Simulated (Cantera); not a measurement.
Input: 1 mol Al₂O₃, 1000 mol H₂, 2 mol H₂O, held at 0.000780 bar.

These are equilibrium values from Cantera (NASA tables, ideal gas, pure condensed phases), not measurements of a reactor. Candidate condensed phases: Al, Al₂O₃, H₂O; 19 gas species. Rates play no part.

Question: Which condensed phases are stable at each of these points (T (K)): 625, 775, 925, 1075, 1225, 1375, 1525, 1675, 1825, 1975, 2125?

Answer: 
```
T (K)  condensed phases  Al condensed (%)
-----  ----------------  ----------------
625            Al₂O₃(s)             100.0
775            Al₂O₃(s)             100.0
925            Al₂O₃(s)             100.0
1075           Al₂O₃(s)             100.0
1225           Al₂O₃(s)             100.0
1375           Al₂O₃(s)             100.0
1525           Al₂O₃(s)             100.0
1675           Al₂O₃(s)             100.0
1825           Al₂O₃(s)              99.5
1975           Al₂O₃(s)              84.6
2125           gas only               0.0
```

From 625 K to 1975 K the condensed part is Al₂O₃(s). At 2125 K nothing is condensed.
